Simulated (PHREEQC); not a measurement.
Make-up at 87 °C: 150 mmol/kgw HF, 0.048 mmol/kgw (CH3)4NF and 0.53 mmol/kgw H2SiF6. Closed to the air; pH follows from the charge balance.

Computed with PHREEQC (ion-association model, wateq4f.dat).

Problem. The ionic strength comes out as 0.00814 mol/kgw. What activity coefficients do SiF6-2, HF2-, H+, F- get?

Solution. SiF6-2 0.66, HF2- 0.90, H+ 0.91, F- 0.90.

Precipitation was switched off in this run. (CH3)4N+ isn't in the database: it is added as a free cation with an ion size of 4 Å. wateq4f.dat counts part of the HF as a dimer, H2F2, which phreeqc.dat doesn't know; its constant is uncertain. Constants without temperature data keep their 25 °C values here. SiF6-2 is the database's only silicon fluoride.
